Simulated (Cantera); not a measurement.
Cantera run, input and output.

```python
import numpy as np
import cantera as ct

gas = ct.Solution("gri30.yaml")
gas.TPX = 1825, 1333, {'CH4': 1, 'N2': 3}
reactor = ct.IdealGasConstPressureReactor(gas, energy="off", clone=False)
net = ct.ReactorNet([reactor])
net.rtol, net.atol = 1e-08, 1e-18
show = ['CH4', 'C2H', 'H2', 'CH2', 'CH3', 'HCN', 'C2H4']
times = np.geomspace(1e-06, 60, 12)

steps = ct.SolutionArray(gas, extra=["t"])
rows = []
print(f"{'t/s':>10s}{'T/K':>9s}{'P/Pa':>11s}" + "".join(f"{s:>11s}" for s in show))
for t in times:
    while net.time < t:
        t_next = net.step()
        steps.append(gas.state, t=t_next)
    rows.append([np.interp(t, steps.t, y) for y in (steps.T, steps.P, *steps(*show).X.T)])
    print(f"{t:10.3e}{rows[-1][0]:9.1f}{rows[-1][1]:11.4g}" + "".join(f"{x:11.3e}" for x in rows[-1][2:]))
rate = np.gradient(steps.T, steps.t)
print("integrator steps:", len(steps.t))
if steps.T.max() > steps.T[0] + 200:
    print(f"time of steepest temperature rise: {steps.t[rate.argmax()]:.4e} s")
gas.TPX = 1825, 1333, {'CH4': 1, 'N2': 3}
gas.equilibrate("TP")
print(f"equilibrium (TP): T = {gas.T:.1f} K  " + "  ".join(f"{s} {gas[s].X[0]:.3e}" for s in show))
```

It prints:

```
       t/s      T/K       P/Pa        CH4        C2H         H2        CH2        CH3        HCN       C2H4
 1.000e-06   1825.0       1333  2.500e-01  1.597e-29  2.011e-08  3.768e-15  3.187e-07  3.446e-19  7.869e-16
 5.095e-06   1825.0       1333  2.500e-01  1.304e-25  4.342e-07  5.951e-13  1.955e-06  2.302e-17  6.742e-14
 2.595e-05   1825.0       1333  2.500e-01  1.272e-21  5.674e-06  5.630e-11  1.342e-05  1.018e-15  1.908e-11
 1.322e-04   1825.0       1333  2.499e-01  1.928e-17  3.737e-05  1.670e-09  7.680e-05  3.450e-14  9.722e-09
 6.736e-04   1825.0       1333  2.495e-01  1.368e-13  2.032e-04  3.743e-08  3.989e-04  1.347e-12  2.115e-06
 3.432e-03   1825.0       1333  2.470e-01  5.127e-10  1.656e-03  8.009e-07  2.003e-03  1.084e-10  2.939e-04
 1.748e-02   1825.0       1333  1.838e-01  3.013e-07  6.477e-02  8.027e-06  6.406e-03  8.223e-08  1.267e-02
 8.907e-02   1825.0       1333  3.870e-02  2.159e-06  2.509e-01  4.655e-06  2.024e-03  2.641e-06  7.447e-04
 4.538e-01   1825.0       1333  3.815e-03  4.298e-06  2.943e-01  1.675e-06  3.443e-04  1.251e-05  2.062e-05
 2.312e+00   1825.0       1333  2.409e-04  6.699e-06  2.983e-01  2.641e-07  3.349e-05  3.818e-05  7.879e-06
 1.178e+01   1825.0       1333  4.014e-05  6.813e-06  2.986e-01  4.573e-08  5.672e-06  6.056e-05  7.782e-06
 6.000e+01   1825.0       1333  2.850e-05  6.813e-06  2.986e-01  3.250e-08  4.028e-06  1.022e-04  7.780e-06
integrator steps: 1635
equilibrium (TP): T = 1825.0 K  CH4 2.308e-05  C2H 3.330e-06  H2 2.986e-01  CH2 2.633e-08  CH3 3.262e-06  HCN 1.022e-01  C2H4 3.802e-06
```

Cantera simulation using GRI-Mech 3.0 (53 species, 325 reactions); the numbers are that mechanism's predictions, not measurements. GRI-Mech 3.0 stops at C3 and has no aromatics, soot or wall deposition, so with more carbon than oxygen in the feed, carbon stays in small species such as C2H2 where larger ones or solid carbon would form. Radical loss at walls, strong at low pressure, is not modelled.
